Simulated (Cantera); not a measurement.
What does this Cantera script print?

```python
import numpy as np
import cantera as ct

gas = ct.Solution("gri30.yaml")


def delay(T, t_max=10):
    gas.TPX = T, 91000, {'H2': 1, 'O2': 1.19, 'N2': 4.48}
    reactor = ct.IdealGasReactor(gas, clone=False)
    net = ct.ReactorNet([reactor])
    net.rtol, net.atol = 1e-8, 1e-16
    while net.time < t_max:
        t_old, T_old = net.time, reactor.T
        net.step()
        if reactor.T > T + 400:  # ignition: a rise of 400 K
            return t_old + (T + 400 - T_old) / (reactor.T - T_old) * (net.time - t_old)
    return np.nan


taus = []
for T in [1175, 1225, 1275, 1325, 1375, 1425, 1475, 1525, 1575, 1625]:
    taus.append(delay(T))
    print(f"T0 = {T:6g} K   tau = {taus[-1]:.4e} s")
```

Result:

```
T0 =   1175 K   tau = 6.2898e-05 s
T0 =   1225 K   tau = 4.9431e-05 s
T0 =   1275 K   tau = 4.0547e-05 s
T0 =   1325 K   tau = 3.4517e-05 s
T0 =   1375 K   tau = 3.0392e-05 s
T0 =   1425 K   tau = 2.7610e-05 s
T0 =   1475 K   tau = 2.5818e-05 s
T0 =   1525 K   tau = 2.4786e-05 s
T0 =   1575 K   tau = 2.4358e-05 s
T0 =   1625 K   tau = 2.4428e-05 s
```

Detailed kinetics in Cantera: GRI-Mech 3.0 (53 species, 325 reactions). Where the delays flatten at high temperature, the 400 K rule measures the pace of heat release, not the induction time.
